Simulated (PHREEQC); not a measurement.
Model water analysis in mg/L, 25 °C, pH 3.72, pe 9.7:

```json
[
 {"constituent": "Na", "mg/L": "159"},
 {"constituent": "K", "mg/L": "15.6"},
 {"constituent": "Ca", "mg/L": "112"},
 {"constituent": "Mg", "mg/L": "21.4"},
 {"constituent": "Cl", "mg/L": "90"},
 {"constituent": "S(6) as SO4", "mg/L": "617"},
 {"constituent": "Mn(2)", "mg/L": "0.711"}
]
```

Na is adjusted to close the charge balance.
Valence states are taken as typed.

Computed with PHREEQC (ion-association model, wateq4f.dat).

Question: The ionic strength comes out as 0.0212 mol/kgw. What activity coefficients do SO4-2, NaSO4-, Cl-, Ca+2, Mg+2 get?

Answer: SO4-2 0.57, NaSO4- 0.87, Cl- 0.86, Ca+2 0.58, Mg+2 0.59.

This is a speciation only: nothing precipitates in the calculation.
